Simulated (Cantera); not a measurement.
Input (Python, Cantera) and output of one run.

```python
import numpy as np
import cantera as ct

gas_names = """
    N NO NO2 NO3 N2 N2O O O2 O3 Si SiN SiO SiO2 Si2 Si2N Si3
""".split()
cond_names = """
    Si(cr) Si(L) SiO2(Lqz) SiO2(hqz) SiO2(L) Si2N2O(s) Si3N4(a)
""".split()


# ... load() reads the species with a 1 bar reference pressure and builds the phases ...
atoms = {
    'Si3N4': {'Si': 3, 'N': 4},
    'O2': {'O': 2},
    'N2': {'N': 2},
}
top_T = {'Si2N2O(s)': 2100, 'Si3N4(a)': 2400}  # K; cautious upper limits of use, not melting points


# ... equilibrate(T, P, feed) seeds the gas with the atoms and calls Mixture.equilibrate('TP', solver="vcs", rtol=1e-11, max_steps=5000) ...
results = []
T = 1848  # K
P = 1333.22  # Pa
for m in [0.34, 0.44, 0.56, 0.72, 0.92, 1.2, 1.5, 1.9]:
    feed = {'Si3N4': 1, 'O2': m, 'N2': 26}  # mol
    mix = equilibrate(T, P, feed)
    results.append((T, P, feed, dict(zip(mix.species_names, mix.species_moles))))

top = {s: max(r[3][s] / sum(r[3][g] for g in gas_names) for r in results) for s in gas_names}
cols = sorted((s for s in top if top[s] > 0.001), key=lambda s: -top[s])[:6]
seen = [c for c in cond_names if any(r[3].get(c, 0) > 1e-12 for r in results)]
print("log10 of partial pressures in bar; condensed amounts in mol")
print(f"{'n(O2)':>10s}" + "".join(f"{s[:9]:>10s}" for s in cols + seen))
for T, P, feed, n in results:
    ng = sum(n[g] for g in gas_names)
    print(f"{feed['O2']:10.4g}" + "".join(f"{np.log10(max(n[s] / ng * P / 1e5, 1e-99)):10.3f}" for s in cols)
          + "".join(f"{n.get(c, 0):10.4g}" for c in seen))
```

Result:

```
log10 of partial pressures in bar; condensed amounts in mol
     n(O2)        N2       SiO     Si(L)   SiO2(L)
      0.34    -1.886    -3.500     2.304         0
      0.44    -1.889    -3.391     2.104         0
      0.56    -1.892    -3.290     1.864         0
      0.72    -1.897    -3.186     1.543         0
      0.92    -1.903    -3.085     1.143         0
       1.2    -1.911    -2.978    0.5829         0
       1.5    -1.919    -2.889         0         0
       1.9    -1.908    -3.013         0       0.8
```

Cantera equilibrium calculation (NASA polynomials, part measured and part estimated; ideal gas, pure solids and liquids). The tables' values for SiN are old estimates; treat these amounts as uncertain. The tables hold silica as quartz up to 1696 K and as liquid above; real silica turns to tridymite and cristobalite and melts near 1996 K.
